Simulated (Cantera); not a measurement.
Input (Python, Cantera):

```python
import numpy as np
import cantera as ct

gas = ct.Solution("gri30.yaml")


def delay(T, t_max=10):
    gas.TPX = T, 870000, {'CH4': 1, 'O2': 3.51, 'N2': 13.2, 'CO2': 0.77}
    reactor = ct.IdealGasConstPressureReactor(gas, clone=False)
    net = ct.ReactorNet([reactor])
    net.rtol, net.atol = 1e-8, 1e-16
    while net.time < t_max:
        t_old, T_old = net.time, reactor.T
        net.step()
        if reactor.T > T + 400:  # ignition: a rise of 400 K
            return t_old + (T + 400 - T_old) / (reactor.T - T_old) * (net.time - t_old)
    return np.nan


taus = []
for T in [1150, 1225, 1300, 1375, 1450]:
    taus.append(delay(T))
    print(f"T0 = {T:6g} K   tau = {taus[-1]:.4e} s")

# d ln(tau) / d ln(k), from doubling and halving each rate constant
T, sens = 1375, []
for i in range(gas.n_reactions):
    gas.set_multiplier(2.0, i)
    up = delay(T)
    gas.set_multiplier(0.5, i)
    down = delay(T)
    gas.set_multiplier(1.0, i)
    sens.append((np.log(up / down) / np.log(4.0), gas.reaction(i).equation))
sens.sort(key=lambda x: -abs(x[0]))
print(f"sensitivities at {T} K")
for s, eq in sens[:10]:
    print(f"{s:8.3f}  {eq}")
```

It prints:

```
T0 =   1150 K   tau = 8.6230e-03 s
T0 =   1225 K   tau = 3.3295e-03 s
T0 =   1300 K   tau = 1.3918e-03 s
T0 =   1375 K   tau = 6.2036e-04 s
T0 =   1450 K   tau = 2.9278e-04 s
sensitivities at 1375 K
   0.516  2 CH3 (+M) <=> C2H6 (+M)
  -0.437  CH3 + O2 <=> CH3O + O
  -0.380  CH3 + HO2 <=> CH3O + OH
  -0.279  H + O2 <=> O + OH
  -0.245  CH3 + O2 <=> CH2O + OH
   0.231  CH4 + H <=> CH3 + H2
  -0.227  CH2O + O2 <=> HCO + HO2
   0.140  CH4 + OH <=> CH3 + H2O
  -0.108  CH2O + CH3 <=> CH4 + HCO
  -0.104  CH2O + OH <=> H2O + HCO
```

Computed with Cantera and GRI-Mech 3.0 (53 species, 325 reactions).
